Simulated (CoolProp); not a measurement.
A Linde-Hampson liquefier for CF4 (R14): isothermal reversible compression at 320 K from 1 atm to 5 MPa, throttling to 1 atm, return gas leaving the recuperator 5 K below the feed. Each further row changes one setting.

Computed with CoolProp (reference Helmholtz-energy equation of state, Platzer 1990). This equation is an older, rougher fit; its heat capacities, sound speeds and derivatives of the liquid may be far off and weren't checked against measurements.

```
case                        liquid yield per pass  compression work (kJ/kg of gas)
--------------------------  ---------------------  -------------------------------
as stated                                   0.058                              114
high pressure 10 MPa                        0.131                              131
warm-end temperature 350 K                  0.040                              126
warm-end gap 10 K                           0.043                              114
```
